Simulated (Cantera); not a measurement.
Input: 1 mol borazine, 0.49 mol O₂, held at 330 Pa.

Method: chemical equilibrium by Gibbs-energy minimisation in Cantera with the NASA 1993 tables (ideal gas, pure condensed phases). Candidate condensed phases: B, BN, B₂O₃, B₃O₃H₃, H₂O; 39 gas species. The feed counts by its element totals alone. The numbers say what is thermodynamically allowed, not how fast it happens. All values below are at 948 K.

Base state: H₂ 0.901, N₂ 0.0980, H₂O 0.000611 (mole fractions); condensed: BN(s) + B₂O₃(l).

What changes in the equilibrium state with this change: O₂ from 0.49 to 2.8 mol?


```
species         before     after
------------  --------  --------
H₂               0.901     0.422
N₂              0.0980     0.333
H₂O           0.000611     0.244
(HBO₂)₃        3.18e-8  0.000254
HBO₂           3.56e-6   7.12e-5
BN(s), mol        2.35         0
B₂O₃(l), mol     0.326      1.50
```
Gases not in the tables: H₃BO₃.
